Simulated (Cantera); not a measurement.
Feed: 1 mol Hg, a varied amount of H₂, held at 1450 K and 0.100 bar.

These are equilibrium values from Cantera (NASA tables, ideal gas, pure condensed phases), not measurements of a reactor. Candidate condensed phases: Hg; 3 gas species. Equilibrium is a limit: real reactors are often held back by kinetics, nucleation or transport.

**Question.** At 0.48 mol H₂, list the 3 most abundant gas species with their mole fractions, and the condensed phases.

**Answer.** Hg 0.676, H₂ 0.324, H 1.70e-5. Condensed: gas only.
